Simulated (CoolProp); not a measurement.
Methane at 298.15 K and 0.106 MPa flows at 0.35 m/s in a round tube of 12.7 mm bore and 45 µm roughness, fully developed (64/Re and Nu = 3.66 if laminar; Colebrook and Gnielinski if turbulent). Each further row changes one setting.

Computed with CoolProp (reference Helmholtz-energy equation of state, Setzmann 1991).

```
case              Reynolds number  Darcy friction factor  pressure drop (Pa/m)  heat-transfer coefficient (W/(m² K))  mass flow (kg/h)
----------------  ---------------  ---------------------  --------------------  ------------------------------------  ----------------
as stated                     273                      ?                     ?                                  9.84                 ?
velocity 0.7 m/s              546                  0.117                     ?                                  9.84                 ?
diameter 25.4 mm              546                  0.117                     ?                                     ?                 ?
```

Question: Fill in the missing entries.

Answer: 
- as stated, Darcy friction factor: 0.235
- as stated, pressure drop (Pa/m): 0.778
- as stated, mass flow (kg/h): 0.110
- velocity 0.7 m/s, pressure drop (Pa/m): 1.56
- velocity 0.7 m/s, mass flow (kg/h): 0.219
- diameter 25.4 mm, pressure drop (Pa/m): 0.194
- diameter 25.4 mm, heat-transfer coefficient (W/(m² K)): 4.92
- diameter 25.4 mm, mass flow (kg/h): 0.439

Viscosity comes from a separate model (Quiñones-Cisneros 2006). Thermal conductivity comes from a separate model (Friend 1989).
